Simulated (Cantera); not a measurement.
A freely propagating, adiabatic, planar premixed flame of 29.3 % H2, 10.6 % O2, 60.1 % N2, unburnt at 400 K and 4.93 atm; mixture-averaged transport, grid criteria slope 0.08 and curve 0.16, no radiation.

Cantera simulation using the H2/O2 subset of GRI-Mech 3.0, which has no nitrogen chemistry; the numbers are that mechanism's predictions, not measurements. The hydrogen kinetics of GRI-Mech 3.0 are dated; newer H2 mechanisms differ, most at raised pressure. Burning velocities carry a grid error of a few per cent, more on coarse grids.

Question: Predict: laminar burning velocity; thermal thickness; peak x(HO2); peak x(H2O2); peak x(O); peak x(H).

Answer: 
```
Item                          Value
------------------------  ---------
laminar burning velocity   247 cm/s
thermal thickness         0.0539 mm
peak x(HO2)                0.000851
peak x(H2O2)               0.000118
peak x(O)                   0.00203
peak x(H)                    0.0238
```
